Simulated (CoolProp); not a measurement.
CF4 (R14) at 495 K and 0.75 MPa is throttled through a valve to 0.177 MPa with no heat exchange. Each further row changes one setting.

Computed with CoolProp (reference Helmholtz-energy equation of state, Platzer 1990). This equation is an older, rougher fit.

```json
[
 {"case": "as stated", "temperature change (K)": "[?]", "final density (kg/m³)": "[?]"},
 {"case": "outlet pressure 0.0531 MPa", "temperature change (K)": "-1.2", "final density (kg/m³)": "[?]"},
 {"case": "outlet pressure 0.23 MPa", "temperature change (K)": "-0.9", "final density (kg/m³)": "[?]"}
]
```

Some entries are withheld; supply them.


- as stated, temperature change (K): -1.0
- as stated, final density (kg/m³): 3.79
- outlet pressure 0.0531 MPa, final density (kg/m³): 1.14
- outlet pressure 0.23 MPa, final density (kg/m³): 4.93
